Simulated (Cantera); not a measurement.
A closed system holds: 1 mol HF, 0.031 mol SO₂, 0.13 mol H₂, at 3225 K and 0.00220 bar.

Cantera equilibrium calculation (NASA polynomials, part measured and part estimated; ideal gas, pure solids and liquids). Candidate condensed phases: H₂O, H₂SO₄, S; 43 gas species. Kinetics and transport are ignored.

Base state: H 0.398, HF 0.283, F 0.264, O 0.0331, S 0.0167, H₂ 0.00386, OH 0.000537, SO 0.000184 (mole fractions); condensed: gas only.

Question: What changes in the equilibrium state with this change: HF replaced by NH₃?

Answer: 
| species | before | after |
|---|---|---|
| H | 0.398 | 0.827 |
| N₂ | 0 | 0.132 |
| H₂ | 0.00386 | 0.0167 |
| HF | 0.283 | 0 |
| F | 0.264 | 0 |
| O | 0.0331 | 0.0156 |
| S | 0.0167 | 0.00810 |
| N | 0 | 0.000416 |
| NO | 0 | 0.000173 |
| O₂ | 4.47e-5 | 9.91e-6 |
| SO | 0.000184 | 4.20e-5 |
| H₂O | 1.34e-5 | 2.71e-5 |
